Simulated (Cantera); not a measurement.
A freely propagating, adiabatic, planar premixed flame of 6.93 % CH4, 15.0 % O2, 56.6 % N2, 21.5 % H2O, equivalence ratio 0.92, unburnt at 400 K and 0.197 atm; mixture-averaged transport, grid criteria slope 0.08 and curve 0.16, no radiation.

Computed with Cantera and GRI-Mech 3.0 (53 species, 325 reactions). Burning velocities carry a grid error of a few per cent, more on coarse grids.

x: mole fraction of selected species; z is measured from the peak of heat release.

```
z (mm)  T (K)  u (m/s)     x CH4    x O2  x H2O       x HO2      x H2       x O
------  -----  -------  --------  ------  -----  ----------  --------  --------
-8.85     400    0.371    0.0692   0.150  0.215  (withheld)  0.000702     <1e-8
-5.90     402    0.373    0.0690   0.150  0.214  (withheld)   0.00209     <1e-8
-4.42     408    0.379    0.0685   0.149  0.215  (withheld)   0.00382     <1e-8
-2.95     459    0.428    0.0654   0.146  0.220  (withheld)   0.00726   1.06e-8
-1.47     790    0.746    0.0470   0.120  0.252     7.13e-5    0.0129   2.69e-6
-0.737   1125     1.07    0.0265  0.0887  0.283     7.03e-5    0.0158   4.37e-5
0        1438     1.37   0.00596  0.0513  0.314  (withheld)    0.0164  0.000438
0.737    1557     1.48  0.000303  0.0312  0.326  (withheld)    0.0134   0.00149
1.47     1596     1.51   7.64e-6  0.0254  0.329  (withheld)    0.0120   0.00179
2.95     1643     1.54     <1e-8  0.0220  0.330  (withheld)    0.0112   0.00161
5.90     1698     1.59     <1e-8  0.0194  0.335  (withheld)   0.00931   0.00118
11.8     1752     1.64     <1e-8  0.0169  0.341  (withheld)   0.00670  0.000732
23.6     1796     1.67     <1e-8  0.0148  0.346  (withheld)   0.00423  0.000401
```

### Question
Complete the blanks.

### Answer

- -8.85, x HO2: 2.46e-8
- -5.90, x HO2: 3.43e-7
- -4.42, x HO2: 1.80e-6
- -2.95, x HO2: 1.55e-5
- 0, x HO2: 4.83e-5
- 0.737, x HO2: 8.15e-6
- 1.47, x HO2: 4.43e-6
- 2.95, x HO2: 3.43e-6
- 5.90, x HO2: 2.53e-6
- 11.8, x HO2: 1.67e-6
- 23.6, x HO2: 9.89e-7
